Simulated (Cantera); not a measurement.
Charge: 1 mol Fe₃O₄, 0.74 mol CH₄, 0.11 mol H₂, at 2327 °C and 2.30 bar.

Equilibrium computed with Cantera from the NASA thermochemical tables; the gas is ideal and each condensed phase is pure. Candidate condensed phases: C, C₆H₆, C₇H₈, C₈H₁₈, Fe, Fe(CO)₅, FeO, Fe(OH)₂, Fe(OH)₃, Fe₂O₃, Fe₃O₄, H₂O; 114 gas species. Each liquid is taken as pure. Mutual solubility and eutectic melting of coexisting phases are not modelled. The tables' stoichiometric FeO is somewhat more stable than real wüstite, so its field is too wide. FeO: taken at fixed stoichiometry. Equilibrium is a limit: real reactors are often held back by kinetics, nucleation or transport.

Base state: H₂ 0.434, CO 0.284, H₂O 0.214, Fe 0.0259, CO₂ 0.0217, H 0.0167, OH 0.00190, FeO 0.000764 (mole fractions); condensed: Fe(l) + FeO(l).

**Question.** What changes in the equilibrium state with this change: pressure from 2.30 bar to 1.30 bar?

**Answer.** 
| species | before | after |
|---|---|---|
| H₂ | 0.434 | 0.421 |
| CO | 0.284 | 0.278 |
| H₂O | 0.214 | 0.208 |
| Fe | 0.0259 | 0.0459 |
| H | 0.0167 | 0.0218 |
| CO₂ | 0.0217 | 0.0212 |
| FeO | 0.000764 | 0.00135 |
| O₂ | 9.52e-6 | 1.68e-5 |
| O | 4.74e-5 | 8.38e-5 |
| OH | 0.00190 | 0.00250 |
| Fe(OH)₂ | 0.000636 | 0.000617 |
| Fe(l), mol | 0.254 | 0.202 |
| FeO(l), mol | 2.68 | 2.68 |

**Question.** What changes in the equilibrium state with this change: temperature from 2327 °C to 677 °C?

**Answer.** 
```csv
species,before,after
H₂,0.434,0.485
H₂O,0.214,0.166
CO,0.284,0.160
CH₄,1.41e-9,0.0905
CO₂,0.0217,0.0985
Fe,0.0259,<1e-9
H,0.0167,<1e-9
OH,0.00190,<1e-9
FeO,0.000764,<1e-9
"Fe(l), mol",0.254,0
"FeO(l), mol",2.68,0
"C(graphite), mol",0,0.0733
"FeO(s), mol",0,3.00
```

**Question.** What changes in the equilibrium state with this change: temperature from 2327 °C to 1452 °C?

**Answer.** 
```csv
species,before,after
H₂,0.434,0.466
CO,0.284,0.280
H₂O,0.214,0.217
Fe,0.0259,4.10e-6
H,0.0167,8.36e-5
CO₂,0.0217,0.0371
Fe(OH)₂,0.000636,2.01e-5
O,4.74e-5,<1e-9
FeO,0.000764,1.76e-8
OH,0.00190,2.14e-6
"Fe(l), mol",0.254,0
"FeO(l), mol",2.68,2.67
"Fe(δ), mol",0,0.332
```
